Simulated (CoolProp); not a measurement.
Vapour-liquid equilibrium of CHF3 (R23) (1) + sulfur hexafluoride (2) at 257.7 K; x and y are mole fractions of (1).

Model: multi-fluid Helmholtz-energy mixture model, Penoncello 2003 and Guder 2009; pair parameters Bell 2016, in CoolProp.

Question: Give the bubble pressure and the first vapour's composition at x = 0.35, 0.45, 0.65. Is there an azeotrope?

Answer: x = 0.35: 1.423 MPa, y = 0.529; x = 0.45: 1.503 MPa, y = 0.589; x = 0.65: 1.611 MPa, y = 0.705. y crosses x between x = 0.75 and 0.85: the model has an azeotrope there.

The pair parameters rest on a limited set of measurements; away from them the model extrapolates.
